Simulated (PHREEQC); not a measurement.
Dissolve 0.0039 mol/kgw Cu(NO3)2, 0.00011 mol/kgw HBF4 and 4.7e-05 mol/kgw FeCl3 at 25 °C. Closed to the air; pH follows from the charge balance.

Computed with PHREEQC (ion-association model, phreeqc.dat).

No solid was allowed to form.

Question: Order these F species by the share of F that they hold, largest first: F-, FeF3, CuF+, FeF2+, HF.

Answer: F- (53 %), HF (22 %), FeF2+ (14 %), FeF3 (6.4 %), CuF+ (2.5 %)

Question: Order these Fe species by the share of Fe that they hold, largest first: Fe(OH)2+, FeF3, FeF2+, FeOH+2, FeF+2.

Answer: FeF2+ (67 %), FeF3 (20 %), FeF+2 (11 %), FeOH+2 (0.70 %), Fe(OH)2+ (0.54 %)

The pH is 3.51 and the ionic strength 0.0121 mol/kgw. Examples of supersaturated solids here: Hematite (slow to form), Goethite (slow to form). Others may be too. Species that the database lacks are ignored. Real BF4- forms and hydrolyses slowly; the run takes it at equilibrium. Fluoro complexes past AlF4- and FeF3 are missing from the database.
